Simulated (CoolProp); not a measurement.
Properties of n-heptane at several states.

Values from CoolProp's reference Helmholtz-energy equation of state, Span 2003. It is a short technical equation, of lower accuracy than the large ones.

```
T (K)  p (MPa)   phase  isothermal compressibility (1/MPa)  Prandtl number  fugacity coefficient
-----  -------  ------  ----------------------------------  --------------  --------------------
330.2     5.38  liquid                            0.001739            6.14              0.006147
416.9     3.99  liquid                            0.004236            4.40               0.08770
250.6     4.91  liquid                           0.0009529            11.3              9.196e-5
249.2    0.197  liquid                           0.0009903            11.1              0.001504
357.4    0.664  liquid                            0.002473            5.29               0.09817
382.3     13.3  liquid                            0.002258            5.18               0.01906
```

Viscosity comes from a separate model (Michailidou 2014). Thermal conductivity comes from a separate model (Assael 2013).
